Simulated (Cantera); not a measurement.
Mixture: CH4 : C2H6 : C3H8 : O2 : N2 = 1 : 0.11 : 1.1 : 6.07 : 22.8 (molar parts), at 7500 Torr, adiabatic and at constant pressure. Ignition delay is the time to a rise of 400 K.

Computed with Cantera and GRI-Mech 3.0 (53 species, 325 reactions). GRI-Mech 3.0 was tuned for natural gas; its chemistry of propane as a main component is partial and can be far from experiment.

### Question
What does this change do: 1.5 parts CO2 added?

### Answer
```csv
quantity,before,after
delay at 1073 K,10.2 ms,10.7 ms
delay at 1173 K,2.14 ms,2.24 ms
delay at 1273 K,0.440 ms,0.463 ms
delay at 1373 K,0.104 ms,0.110 ms
delay at 1473 K,30.9 µs,32.7 µs
apparent activation energy between 1373 and 1473 K,200 kJ/mol,200 kJ/mol
```

### Question
What does this change do: O2 6.07 to 4.4 parts?

### Answer
| quantity | before | after |
|---|---|---|
| delay at 1073 K | 10.2 ms | 13.4 ms |
| delay at 1173 K | 2.14 ms | 2.79 ms |
| delay at 1273 K | 0.440 ms | 0.566 ms |
| delay at 1373 K | 0.104 ms | 0.134 ms |
| delay at 1473 K | 30.9 µs | 40.1 µs |
| apparent activation energy between 1373 and 1473 K | 200 kJ/mol | 200 kJ/mol |
